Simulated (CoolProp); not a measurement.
Computed with CoolProp (reference Helmholtz-energy equation of state, Akasaka 2023).

Task: Give the vapour pressure (kPa), liquid density (kg/m³), vapour density (kg/m³), enthalpy of vaporisation (kJ/kg) of saturated R1224YDZ at 206.3, 249.3 K.

Result: 
```csv
T (K),p (kPa),liquid density (kg/m³),vapour density (kg/m³),enthalpy of vaporisation (kJ/kg)
206.3,0.877,1590,0.0761,207
249.3,17.1,1490,1.25,187
```
